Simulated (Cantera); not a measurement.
Input: 1 mol SiHCl3, 19 mol NH3, 21 mol H2, equilibrated at 1.90 mbar.

Equilibrium computed with Cantera from the NASA thermochemical tables; the gas is ideal and each condensed phase is pure. Candidate condensed phases: NH4Cl, Si, Si3N4; 28 gas species. The tables' values for SiCl are old estimates; treat these amounts as uncertain. Gases not in the tables: Si2H6 and higher silanes. Kinetics and transport are ignored.

At 1698 K, list the 5 most abundant gas species with their mole fractions, and the condensed phases.

H2 0.798, N2 0.155, HCl 0.0367, SiCl2 0.00607, H 0.00296. Condensed: Si(l).
